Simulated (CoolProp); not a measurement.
Vapour-liquid equilibrium of R152A (1) + n-pentane (2) at 0.236 MPa; x and y are mole fractions of (1).

Model: multi-fluid Helmholtz-energy mixture model, Outcalt 1996 and Thol 2019; pair parameters Bell 2016, in CoolProp.

| x | bubble temperature (°C) | y at the bubble point | dew temperature at overall composition x (°C) | liquid density (mol/L) |
|---|---|---|---|---|
| 0.05 | 40.2 | 0.507 | 61.5 | ___ |
| 0.125 | 21.2 | 0.759 | 58.6 | 9.048 |
| 0.2 | 12.1 | 0.839 | ___ | 9.447 |
| 0.275 | 7.3 | 0.873 | 52.2 | 9.805 |
| 0.35 | 4.7 | ___ | 48.7 | 10.15 |
| 0.425 | 3.2 | 0.900 | 44.9 | 10.51 |
| 0.5 | 2.3 | 0.907 | 40.7 | 10.89 |
| 0.575 | 1.6 | 0.912 | 36.0 | 11.29 |
| 0.65 | 0.9 | 0.918 | 30.7 | 11.74 |
| 0.725 | 0.2 | 0.925 | 24.4 | 12.23 |
| 0.8 | -0.6 | 0.936 | 16.8 | 12.78 |
| 0.875 | -1.5 | 0.951 | ___ | 13.41 |
| 0.95 | -2.4 | 0.976 | -1.4 | 14.11 |

Fill in the missing entries.


- 0.05, liquid density (mol/L): 8.532
- 0.2, dew temperature at overall composition x (°C): 55.5
- 0.35, y at the bubble point: 0.890
- 0.875, dew temperature at overall composition x (°C): 7.0

No azeotrope shows between x = 0.05 and 0.95.

Pair parameters are fitted to limited data, so mixtures are less certain than the pure fluids. With so large a gap from Raoult's law the liquid may split in two, which this calculation doesn't test in full.
